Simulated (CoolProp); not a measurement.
Vapour-liquid equilibrium of octamethyltrisiloxane (MDM) (1) + octamethylcyclotetrasiloxane (D4) (2) at 525.1 K; x and y are mole fractions of (1).

The numbers come from the multi-fluid Helmholtz-energy mixture model, Thol 2017 and Thol 2015; pair parameters Bell 2016 in CoolProp.

**Question.** Give the bubble pressure and the first vapour's composition at x = 0.125, 0.425, 0.65. Is there an azeotrope?

**Answer.** x = 0.125: 0.5373 MPa, y = 0.163; x = 0.425: 0.6155 MPa, y = 0.493; x = 0.65: 0.6741 MPa, y = 0.706. No azeotrope shows between x = 0.05 and 0.95.

The pair parameters rest on a limited set of measurements; away from them the model extrapolates.
